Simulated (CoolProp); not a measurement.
Values from CoolProp's reference Helmholtz-energy equation of state, Leachman 2009.

Task: For normal hydrogen, give the phase and the cp (kJ/(kg K)), cv (kJ/(kg K)), Joule-Thomson coefficient (K/MPa), conductivity (mW/(m K)) at -160.25 °C and 1.81 bar; 651.75 °C and 0.281 bar.

Result: 
- -160.25 °C and 1.81 bar: gas; cp 11.6, cv 7.46, Joule-Thomson coefficient 0.968, conductivity 76.8
- 651.75 °C and 0.281 bar: gas; cp 14.9, cv 10.7, Joule-Thomson coefficient -0.590, conductivity 431

Thermal conductivity comes from a separate model (Assael 2011).
